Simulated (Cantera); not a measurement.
Input: 1 mol SiCl4, 160 mol H2, 0.39 mol HCl, equilibrated at 100000 Pa.

Method: chemical equilibrium by Gibbs-energy minimisation in Cantera with the NASA 1993 tables (ideal gas, pure condensed phases). Candidate condensed phases: Si; 19 gas species. Kinetics and transport are ignored.

Over these rows the condensed part is Si(s). Partial pressures as log10 of bar:

```csv
T (K),1000/T (1/K),log p SiHCl3,log p H2,log p HCl
1075,0.9302,-2.52,-0.01,-2.09
1150,0.8696,-2.65,-0.01,-1.90
1225,0.8163,?,-0.01,-1.78
1300,0.7692,-3.13,-0.01,-1.70
1375,0.7273,-3.48,-0.01,-1.66
1450,0.6897,-3.85,-0.01,-1.64
```

Fit log p(SiHCl3) = a + b·(1000/T) to the five rows, give the apparent enthalpy, and predict the row at 1225 K.

Means: 1000/T = 0.7972, log p = -3.126. Sxy = 0.217747, Sxx = 0.0401570, so b = 5.42 and a = -3.126 − (5.42)×0.7972 = -7.45.
Apparent enthalpy: −19.145 × (5.42) = -104 kJ/mol. With the condensed phases at unit activity, Si(s) + 3 HCl(g) = SiHCl3(g) + H2(g) links this pressure to the main gases: over the six rows their terms move log p by +1.35 in all, so the slope isn't that reaction's ΔH° alone. The five rows lie within 0.15 of the line; that is curvature, so one enthalpy describes this range poorly.
Prediction at 1225 K: -7.45 + (5.42)×0.8163 = -3.03. The computed value is -2.85, 0.18 from the line.
